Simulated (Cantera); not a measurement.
Feed: 1 mol ZrN, 0.32 mol H₂, held at 0.100 bar.

These are equilibrium values from Cantera (NASA tables, ideal gas, pure condensed phases), not measurements of a reactor. Candidate condensed phases: Zr, ZrN; 22 gas species. Ions and electrons are included (thermal ionisation). Each liquid is taken as pure. Mutual solubility and eutectic melting of coexisting phases are not modelled. ZrN: taken at fixed stoichiometry. Condensed phases not in the tables: N, O or C dissolved in the metal. Equilibrium is a limit: real reactors are often held back by kinetics, nucleation or transport.

**Question.** What share of the Zr ends up in condensed phases as a function of T (K), at 2500, 2750, 3000, 3250, 3500, 3750, 4000, 4250, 4500, 4750, 5000?

**Answer.** 
```csv
T (K),Zr condensed (%),as
2500,100.0,ZrN(s)
2750,100.0,Zr(l) + ZrN(s)
3000,99.9,Zr(l) + ZrN(s)
3250,99.2,Zr(l) + ZrN(l)
3500,91.7,Zr(l)
3750,60.3,Zr(l)
4000,0.0,-
4250,0.0,-
4500,0.0,-
4750,0.0,-
5000,0.0,-
```
